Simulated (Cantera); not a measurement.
A perfectly stirred reactor is fed with H₂ : O₂ : N₂ = 1 : 0.943 : 3.55 (molar parts), equivalence ratio 0.53, at 1.00 atm; it is adiabatic with a 425 K inlet, and is followed from long to short residence time, starting on the burning branch (τ in s: 0.21, 0.07, 0.023, 0.0077, 0.0026, 0.00085, 0.00028, 9.5e-05, 3.2e-05, 1e-05).

Computed with Cantera and the H2/O2 subset of GRI-Mech 3.0, which has no nitrogen chemistry.

### Question
Predict: blow-out, bracketed by the residence times tried; x(H₂) at τ = 0.210 s; x(O₂) at τ = 0.210 s; x(O) at τ = 0.210 s; x(H₂O₂) at τ = 0.210 s; x(HO₂) at τ = 0.210 s; x(H₂) at τ = 0.850 ms; x(O₂) at τ = 0.850 ms; x(O) at τ = 0.850 ms; x(H₂O₂) at τ = 0.850 ms; x(HO₂) at τ = 0.850 ms.

### Answer
| Property | Value |
|---|---|
| blow-out, bracketed by the residence times tried | burning at 32.0 µs, out at 10.0 µs |
| x(H₂) at τ = 0.210 s | 0.000128 |
| x(O₂) at τ = 0.210 s | 0.0884 |
| x(O) at τ = 0.210 s | 0.000107 |
| x(H₂O₂) at τ = 0.210 s | 9.19e-8 |
| x(HO₂) at τ = 0.210 s | 1.40e-6 |
| x(H₂) at τ = 0.850 ms | 0.00411 |
| x(O₂) at τ = 0.850 ms | 0.0874 |
| x(O) at τ = 0.850 ms | 0.00332 |
| x(H₂O₂) at τ = 0.850 ms | 8.28e-7 |
| x(HO₂) at τ = 0.850 ms | 2.33e-5 |
